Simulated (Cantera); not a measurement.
Source: NASA polynomial tables (part measured, part estimated), evaluated in Cantera. Values are per mole of reaction as written; species without (g) are pure solids or liquids, kept so even where they would boil at 1 bar. TiC: taken at fixed stoichiometry.

### Question
Between 448 and 548 K, where is each reaction favourable under standard conditions?
- 2 TiC + 4 HCl(g) ⇌ Ti + TiCl4 + C2H4(g)

### Answer
- 2 TiC + 4 HCl(g) ⇌ Ti + TiCl4 + C2H4(g): ΔG° is 116 kJ at 448 K and 144 kJ at 548 K; it stays positive (K < 1). ΔH° is -7 kJ and ΔS° -276 J/K at 548 K.
